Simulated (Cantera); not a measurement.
Feed: 1 mol SiCl4, 67 mol H2, held at 0.133 bar.

Method: chemical equilibrium by Gibbs-energy minimisation in Cantera with the NASA 1993 tables (ideal gas, pure condensed phases). Candidate condensed phases: Si; 19 gas species. The tables' values for SiCl3 are old estimates; treat these amounts as uncertain. Kinetics and transport are ignored. All values below are at 1098 K.

Base state: H2 0.968, HCl 0.0204, SiCl4 0.00560, SiHCl3 0.00387, SiCl2 0.000872, SiCl3 0.000589, SiH2Cl2 0.000320 (mole fractions); condensed: Si(s).

Problem. What changes in the equilibrium state with this change: H2 from 67 to 170 mol?

Solution. 
| species | before | after |
|---|---|---|
| H2 | 0.968 | 0.983 |
| HCl | 0.0204 | 0.0137 |
| SiHCl3 | 0.00387 | 0.00117 |
| SiCl4 | 0.00560 | 0.00112 |
| SiCl3 | 0.000589 | 0.000176 |
| SiCl2 | 0.000872 | 0.000390 |
| SiH2Cl2 | 0.000320 | 0.000145 |
| Si(s), mol | 0.231 | 0.485 |

Problem. What changes in the equilibrium state with this change: pressure from 0.133 bar to 11.0 mbar?

Solution. 
```
species       before    after
----------  --------  -------
H2             0.968    0.959
HCl           0.0204   0.0334
SiCl4        0.00560  0.00338
SiHCl3       0.00387  0.00141
SiH2Cl2     0.000320  7.07e-5
SiCl2       0.000872  0.00236
Si(s), mol     0.231    0.452
```
